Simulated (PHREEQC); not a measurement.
Make-up at 24 °C: 0.032 mol NH4HF2, 0.00012 mol H2SiF6 and 0.032 mol H3PO4 per kg of water. Closed to the air; pH follows from the charge balance.

All values are PHREEQC results (ion-association model, phreeqc.dat), not measurements.

The ionic strength comes out as 0.0362 mol/kgw. What activity coefficients do F-, H+, NH4+, H2PO4-, SiF6-2 get?

F- 0.83, H+ 0.87, NH4+ 0.82, H2PO4- 0.85, SiF6-2 0.51.

This is a speciation only: nothing precipitates in the calculation. SiF6-2 is the database's only silicon fluoride.
